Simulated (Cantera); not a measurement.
Source: NASA polynomial tables (part measured, part estimated), evaluated in Cantera. Values are per mole of reaction as written; species without (g) are pure solids or liquids, kept so even where they would boil at 1 bar.

2 CuF₂ + N₂O(g) → N₂(g) + 2 F₂(g) + Cu₂O, with ΔH° = 825.5 kJ and ΔS° = 314.6 J/K at 300 K.

How far is the shortcut ΔG° ≈ ΔH°(300 K) − T·ΔS°(300 K) from the full temperature-dependent value at 1575, 1625, 1675, 1725, 1775, 1825, 1875, 1925, 1975 K?


| T (K) | shortcut (kJ) | full (kJ) | difference (kJ) | difference in log10 K | condensed phases |
|---|---|---|---|---|---|
| 1575 | 330.0 | 420.2 | -90.2 | 2.99 | CuF₂(l), Cu₂O(l) |
| 1625 | 314.3 | 410.7 | -96.4 | 3.10 | CuF₂(l), Cu₂O(l) |
| 1675 | 298.6 | 401.2 | -102.7 | 3.20 | CuF₂(l), Cu₂O(l) |
| 1725 | 282.8 | 391.8 | -109.0 | 3.30 | CuF₂(l), Cu₂O(l) |
| 1775 | 267.1 | 382.5 | -115.4 | 3.40 | CuF₂(l), Cu₂O(l) |
| 1825 | 251.4 | 373.3 | -121.9 | 3.49 | CuF₂(l), Cu₂O(l) |
| 1875 | 235.6 | 364.1 | -128.4 | 3.58 | CuF₂(l), Cu₂O(l) |
| 1925 | 219.9 | 355.0 | -135.1 | 3.66 | CuF₂(l), Cu₂O(l) |
| 1975 | 204.2 | 345.9 | -141.7 | 3.75 | CuF₂(l), Cu₂O(l) |
The shortcut ignores heat capacities and the phase changes listed.
